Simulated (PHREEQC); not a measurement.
## Hard or scaling water: speciation

Solution (20 °C): 9.5 mmol/kgw CaSO4, 0.28 mmol/kgw NaF and 6.2 mmol/kgw MgSO4. Closed to the air; pH follows from the charge balance.

Equilibrium calculation in PHREEQC: ion-association model, phreeqc.dat.

Each row changes one thing in this solution. No solid was allowed to form.

```csv
case,pH,ionic strength (mol/kgw),SO4-2 (mol/kgw),Ca+2 (mol/kgw),Mg+2 (mol/kgw),CaSO4 (mol/kgw),SI of Gypsum (CaSO4:2H2O)
as made,7.07,0.0429,0.0107,0.00663,0.00403,0.00287,-0.19
temperature from 20 to 25 °C,7.00,0.0422,0.0105,0.00659,0.00387,0.00291,-0.20
MgSO4 from 0.0062 to 0.00682 mol/kgw,7.07,0.0443,0.0110,0.00660,0.00441,0.00290,-0.19
diluted 10-fold with water,7.08,0.00555,0.00138,0.000843,0.000537,0.000107,-1.62
NaF left out,7.04,0.0427,0.0107,0.00662,0.00404,0.00288,-0.19
diluted 100-fold with water,7.08,0.000617,0.000153,9.30e-5,6.05e-5,1.96e-6,-3.36
diluted 2-fold with water,7.07,0.0234,0.00583,0.00360,0.00222,0.00115,-0.59
```

Some of these states are supersaturated (in Fluorite, for instance).
